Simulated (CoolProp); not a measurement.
Properties of hydrogen chloride along the isobar 0.801 bar (Tc = 324.7 K, pc = 83.14 bar, ω = 0.130).

Values from CoolProp's reference Helmholtz-energy equation of state, Thol 2018.

| T (K) | phase | density (kg/m³) | cv (kJ/(kg K)) | isothermal compressibility (1/MPa) | expansivity (1/kK) | fugacity coefficient |
|---|---|---|---|---|---|---|
| 297.1 | gas | 1.188 | 0.5747 | 12.54 | 3.417 | 0.9952 |
| 320 | gas | 1.102 | 0.5735 | 12.53 | 3.162 | 0.9962 |
| 342.9 | gas | 1.028 | 0.5728 | 12.52 | 2.944 | 0.9970 |
| 365.7 | gas | 0.9629 | 0.5724 | 12.52 | 2.756 | 0.9975 |
| 388.6 | gas | 0.9058 | 0.5724 | 12.51 | 2.590 | 0.9979 |
| 411.5 | gas | 0.8551 | 0.5726 | 12.51 | 2.443 | 0.9983 |
| 434.3 | gas | 0.8100 | 0.5731 | 12.50 | 2.313 | 0.9985 |
| 457.2 | gas | 0.7692 | 0.5737 | 12.50 | 2.196 | 0.9988 |
| 480.1 | gas | 0.7324 | 0.5747 | 12.50 | 2.090 | 0.9989 |
| 502.9 | gas | 0.6991 | 0.5758 | 12.50 | 1.995 | 0.9991 |
| 525.8 | gas | 0.6686 | 0.5772 | 12.49 | 1.907 | 0.9992 |
